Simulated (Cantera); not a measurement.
Cantera run:

```python
import numpy as np
import cantera as ct

gas_names = """
    CL CLO CL2 Fe FeCL FeCL2 FeCL3 FeO Fe(OH)2 Fe2CL4 Fe2CL6 H HCL HOCL HO2 H2 H2O H2O2 O OH O2 O3
""".split()
cond_names = """
    Fe(a) Fe(c) Fe(d) Fe(L) FeCL2(s) FeCL2(L) FeCL3(s) FeCL3(L) FeO(s) FeO(L) Fe(OH)2(s) Fe(OH)3(s)
    Fe2O3(s) Fe3O4(s) H2O(s) H2O(L)
""".split()


# ... load() reads the species with a 1 bar reference pressure and builds the phases ...
atoms = {
    'FeCl2': {'Fe': 1, 'CL': 2},
    'H2O': {'H': 2, 'O': 1},
    'H2': {'H': 2},
    'O2': {'O': 2},
}
top_T = {'Fe2O3(s)': 1830, 'Fe3O4(s)': 1870}  # K; cautious upper limits of use, not melting points


# ... equilibrate(T, P, feed) seeds the gas with the atoms and calls Mixture.equilibrate('TP', solver="vcs", rtol=1e-11, max_steps=5000) ...
results = []
feed = {'FeCl2': 1, 'H2O': 0.5, 'H2': 0.83, 'O2': 0.94}  # mol
T = 1225  # K
P = 3.5  # Pa
mix = equilibrate(T, P, feed)
results.append((T, P, feed, dict(zip(mix.species_names, mix.species_moles))))
print(gas.report(threshold=1e-06))
for i in range(1, mix.n_phases):
    print(f"{mix.phase(i).name:16s} {mix.phase_moles(i):12.5e} mol")
```

Output:

```
       temperature   1225 K
          pressure   3.5 Pa
           density   1.2027e-05 kg/m^3
  mean mol. weight   35 kg/kmol
   phase of matter   gas

                          1 kg             1 kmol
                     ---------------   ---------------
          enthalpy       -2.0671e+06       -7.2347e+07  J
   internal energy       -2.3581e+06       -8.2532e+07  J
           entropy            9412.7        3.2944e+05  J/K
    Gibbs function       -1.3598e+07       -4.7592e+08  J
 heat capacity c_p            1009.8             35342  J/K
 heat capacity c_v            772.21             27027  J/K

                      mass frac. Y      mole frac. X     chem. pot. / RT
                     ---------------   ---------------   ---------------
                CL          0.023894          0.023591           -23.739
               CLO        2.4783e-06         1.686e-06           -43.577
               CL2         0.0010592        0.00052287           -47.478
             FeCL2          0.077691          0.021454           -68.691
             FeCL3        0.00033002        7.1214e-05            -92.43
               HCL           0.72037           0.69156           -44.509
                H2         1.018e-07        1.7674e-06           -41.539
               H2O          0.081911           0.15914           -61.377
                 O        1.0465e-06        2.2893e-06           -19.838
                OH        2.7886e-05        5.7388e-05           -40.608
                O2           0.09471            0.1036           -39.676
     [  +11 minor]        5.4183e-07        3.9588e-07

Fe(c)             0.00000e+00 mol
FeCL2(L)          0.00000e+00 mol
FeCL3(L)          0.00000e+00 mol
FeO(s)            0.00000e+00 mol
Fe(OH)2(s)        0.00000e+00 mol
Fe(OH)3(s)        0.00000e+00 mol
Fe2O3(s)          4.71652e-01 mol
Fe3O4(s)          0.00000e+00 mol
```

Cantera equilibrium calculation (NASA polynomials, part measured and part estimated; ideal gas, pure solids and liquids).
